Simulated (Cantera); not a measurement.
A closed system holds: 1 mol SiH4, 0.052 mol HCl, 59 mol H2, held at 1025 K and 1.30 bar.

Equilibrium computed with Cantera from the NASA thermochemical tables; the gas is ideal and each condensed phase is pure. Candidate condensed phases: Si; 19 gas species. Rates play no part.

Task: What is the equilibrium state?

Result: x(H2): 0.999
x(HCl): 0.000781
x(SiH2Cl2): 1.33e-5
x(SiHCl3): 1.09e-5
x(SiH3Cl): 4.18e-6
x(SiCl2): 1.09e-6
n(Si(s)): 0.998 mol
gas amount: 61.05 mol
